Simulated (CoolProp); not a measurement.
Water at several states: Z from the reference equation and from simpler models built on Tc = 647.1 K, pc = 22.06 MPa, ω = 0.344; each cubic takes its own stable root.

The numbers come from the reference Helmholtz-energy equation of state, Wagner 2002 in CoolProp.

| T (K) | p (MPa) | phase | reference |
|---|---|---|---|
| 503.7 | 1.21 | gas | 0.9478 |
| 306.5 | 60.8 | liquid | 0.4214 |
| 732.3 | 71.7 | supercritical | 0.4132 |

How far does each simpler model (Soave-Redlich-Kwong, Peng-Robinson) lie from the reference over these 3 states: mean and median of the absolute difference, and the worst?


- Soave-Redlich-Kwong: mean 26.3 %, median 34.6 %, worst +43.6 % at 732.3 K and 71.7 MPa
- Peng-Robinson: mean 17.5 %, median 20.0 %, worst +32.0 % at 732.3 K and 71.7 MPa
